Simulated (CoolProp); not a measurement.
The numbers come from the reference Helmholtz-energy equation of state, Lemmon 2006 in CoolProp. It is a short technical equation, of lower accuracy than the large ones.

**Question.** Give the vapour pressure (bar), liquid density (kg/m³), enthalpy of vaporisation (kJ/kg), vapour Z of saturated toluene at 174.95, 185.85 °C.

**Answer.** 
```json
[
 {"T (°C)": "174.95", "p (bar)": "4.68", "liquid density (kg/m³)": "708", "enthalpy of vaporisation (kJ/kg)": "313", "vapour Z": "0.882"},
 {"T (°C)": "185.85", "p (bar)": "5.79", "liquid density (kg/m³)": "695", "enthalpy of vaporisation (kJ/kg)": "304", "vapour Z": "0.864"}
]
```
